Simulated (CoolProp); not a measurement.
Vapour-liquid equilibrium of isobutene (1) + n-octane (2) at 1.25 bar; x and y are mole fractions of (1).

Model: multi-fluid Helmholtz-energy mixture model, Lemmon 2005 and Beckmüller 2019; pair parameters Bell 2016, in CoolProp.

### Question
Give the bubble temperature and the first vapour's composition at x = 0.05, 0.25, 0.45. Is there an azeotrope?

### Answer
x = 0.05: 102.3 °C, y = 0.601; x = 0.25: 44.0 °C, y = 0.966; x = 0.45: 23.1 °C, y = 0.991. No azeotrope shows between x = 0.05 and 0.95.

Pair parameters are fitted to limited data, so mixtures are less certain than the pure fluids.
